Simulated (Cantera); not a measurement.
Feed: 1 mol C2H5OH, 67 mol H2, held at 13300 Pa.

Cantera equilibrium calculation (NASA polynomials, part measured and part estimated; ideal gas, pure solids and liquids). Candidate condensed phases: C, C6H6, C7H8, C8H18, H2O; 110 gas species. The numbers say what is thermodynamically allowed, not how fast it happens.

x: gas mole fraction; n: condensed amount in mol.

```
T (K)   x H2    x CH4     x H2O      x CO  x CO2       x H  n C(graphite)
-----  -----  -------  --------  --------  -----  --------  -------------
673    0.956   0.0294    0.0147   1.68e-6    [?]    <1e-12              0
723    0.956   0.0294    0.0147   2.54e-5    [?]    <1e-12              0
773    0.956   0.0291    0.0144  0.000267    [?]  2.43e-12              0
823    0.958   0.0274    0.0127   0.00180    [?]  1.97e-11              0
873    0.963   0.0228   0.00813   0.00612    [?]  1.26e-10              0
923    0.968   0.0179   0.00347    0.0108    [?]  6.59e-10              0
973    0.970   0.0154   0.00111    0.0132    [?]   2.92e-9              0
1023   0.976  0.00953  0.000489    0.0137    [?]   1.12e-8          0.365
1073   0.980  0.00588  0.000237    0.0139    [?]   3.80e-8          0.602
1123   0.982  0.00377  0.000121    0.0140    [?]   1.16e-7          0.742
1173   0.983  0.00251   6.54e-5    0.0141    [?]   3.20e-7          0.827
```

Problem. Complete the blanks.

Solution. 
- 673, x CO2: 3.16e-7
- 723, x CO2: 2.99e-6
- 773, x CO2: 2.06e-5
- 823, x CO2: 8.62e-5
- 873, x CO2: 0.000138
- 923, x CO2: 7.88e-5
- 973, x CO2: 2.42e-5
- 1023, x CO2: 8.98e-6
- 1073, x CO2: 3.64e-6
- 1123, x CO2: 1.58e-6
- 1173, x CO2: 7.35e-7
